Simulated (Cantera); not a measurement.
**Al(CH3)3 + O2 + N2 (aluminium nitride and oxide growth)**

Input: 1 mol Al(CH3)3, 0.35 mol O2, 670 mol N2, at 10.0 Pa.

Method: chemical equilibrium by Gibbs-energy minimisation in Cantera with the NASA 1993 tables (ideal gas, pure condensed phases). Candidate condensed phases: Al, AlN, Al2O3, C, C6H6, C7H8, C8H18, H2O; 148 gas species. The feed counts by its element totals alone. Kinetics and transport are ignored.

From 1100 K to 1500 K the condensed part is AlN(s) + C(graphite). From 1600 K to 2200 K the condensed part is C(graphite).

```csv
T (K),log p N2,log p H,log p H2,log p Al,log p CO,log p HCN,log p CN,log p HNC,n AlN(s),n C(graphite)
1100,-4.00,-10.68,-6.18,<-16,-6.98,-9.74,<-16,-12.28,1.00,2.30
1200,-4.00,-9.79,-6.18,-13.77,-6.98,-9.22,-15.85,-11.52,1.00,2.30
1300,-4.00,-9.04,-6.18,-11.63,-6.98,-8.77,-14.39,-10.87,1.000,2.29
1400,-4.00,-8.40,-6.18,-9.79,-6.98,-8.40,-13.13,-10.32,0.999,2.27
1500,-4.00,-7.85,-6.18,-8.21,-6.98,-8.07,-12.04,-9.84,0.958,2.24
1600,-4.00,-7.36,-6.20,-6.83,-6.99,-7.79,-11.09,-9.43,0,2.19
1700,-4.00,-6.94,-6.23,-6.83,-6.99,-7.55,-10.26,-9.08,0,2.10
1800,-4.00,-6.59,-6.29,-6.83,-6.99,-7.36,-9.51,-8.78,0,1.99
1900,-4.01,-6.31,-6.41,-6.83,-6.99,-7.22,-8.85,-8.55,0,1.86
2000,-4.01,-6.11,-6.63,-6.83,-6.99,-7.15,-8.25,-8.40,0,1.75
2100,-4.01,-5.99,-6.96,-6.83,-6.99,-7.15,-7.71,-8.32,0,1.64
2200,-4.01,-5.93,-7.37,-6.83,-6.99,-7.21,-7.22,-8.31,0,1.36
```
log p: log10 of the partial pressure in bar; n: condensed amount in mol.
